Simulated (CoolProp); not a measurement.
A simple Rankine cycle with ethanol: condensing at 328.15 K, boiler at 4.67 MPa, turbine inlet 537.5 K, turbine efficiency 0.9, pump efficiency 0.8, no recuperator. Each further row changes one setting.

The numbers come from the reference Helmholtz-energy equation of state, Schroeder 2014 in CoolProp.

| case | thermal efficiency (%) | net work (kJ/kg) | heat in (kJ/kg) | turbine exit temperature (K) | volume ratio over the turbine |
|---|---|---|---|---|---|
| as stated | 24.6 | 287 | 1170 | 328.1 | 96.1 |
| turbine inlet 557.5 K | 25.2 | 310 | 1230 | 350.2 | 94.4 |
| condensing temperature 320.15 K | 25.7 | 306 | 1190 | 320.2 | 137 |
| boiler pressure 3.27 MPa | 23.8 | 287 | 1210 | 350.0 | 65.9 |
| turbine efficiency 0.8 | 21.8 | 254 | 1170 | 345.3 | 102 |

The expansion ends wet for: as stated; condensing temperature 320.15 K.
